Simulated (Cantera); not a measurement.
A perfectly stirred reactor is fed with CH4 : H2O : H2 : N2 = 1 : 0.31 : 0.24 : 0.0068 (molar parts), at 1.00 atm; it is held at 1698 K, and followed from long to short residence time.

Model: GRI-Mech 3.0 (53 species, 325 reactions), integrated in Cantera. GRI-Mech 3.0 stops at C3 and has no aromatics, soot or wall deposition, so with more carbon than oxygen in the feed, carbon stays in small species such as C2H2 where larger ones or solid carbon would form.

x: mole fraction; the columns are a selection and need not sum to one.

```tsv
τ (s)	x CH4	x H2O	x H2	x O2	x HCO	x CO2
10	0.0315	0.00969	0.738	<1e-12	1.03e-8	0.000393
3.1	0.0384	0.0254	0.722	<1e-12	8.73e-9	0.000904
0.96	[?]	[?]	0.689	<1e-12	[?]	0.00143
0.30	0.0841	0.0896	0.641	2.00e-12	3.64e-9	0.00136
0.092	0.141	0.121	0.576	3.77e-12	2.29e-9	0.000722
0.029	0.233	0.144	0.491	6.06e-12	2.37e-9	0.000223
0.0089	[?]	[?]	[?]	9.66e-12	[?]	[?]
0.0027	0.491	0.182	0.273	1.29e-11	4.61e-9	3.75e-6
0.00085	0.582	0.193	0.199	9.82e-12	4.88e-9	3.01e-7
```

Task: Some entries are withheld; supply them.

Result: 
- 0.96, x CH4: 0.0539
- 0.96, x H2O: 0.0540
- 0.96, x HCO: 6.19e-9
- 0.0089, x CH4: 0.360
- 0.0089, x H2O: 0.164
- 0.0089, x H2: 0.383
- 0.0089, x HCO: 3.36e-9
- 0.0089, x CO2: 3.72e-5
